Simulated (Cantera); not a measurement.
## SiCl₄ + HCl + H₂ (chlorosilane synthesis and conversion)

A closed system holds: 1 mol SiCl₄, 3.1 mol HCl, 0.99 mol H₂, held at 15.0 bar.

Method: chemical equilibrium by Gibbs-energy minimisation in Cantera with the NASA 1993 tables (ideal gas, pure condensed phases). Candidate condensed phases: Si; 19 gas species. The tables' values for SiCl₃ are old estimates; treat these amounts as uncertain. Equilibrium is a limit: real reactors are often held back by kinetics, nucleation or transport.

From 1323 K to 1673 K nothing is condensed. The main Si-bearing gas is SiCl₄ throughout.

```tsv
T (K)	x HCl	x SiCl₄	x H₂	x SiCl₃
1323	0.613	0.193	0.191	0.000711
1373	0.614	0.191	0.190	0.00124
1423	0.615	0.190	0.189	0.00208
1473	0.617	0.187	0.187	0.00333
1523	0.619	0.184	0.185	0.00513
1573	0.623	0.180	0.182	0.00760
1623	0.627	0.175	0.178	0.0109
1673	0.632	0.168	0.174	0.0149
```
x: gas mole fraction; nothing condenses.
